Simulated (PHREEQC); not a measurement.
Dissolve 0.04 mol/kgw TMAH at 25 °C. Closed to the air; pH follows from the charge balance.

Equilibrium calculation in PHREEQC: ion-association model, phreeqc.dat.

Precipitation was switched off in this run.

**Question.** Predict the pH.

**Answer.** pH 12.51.

(CH3)4N+ isn't in the database: it is added as a free cation with an ion size of 4 Å.
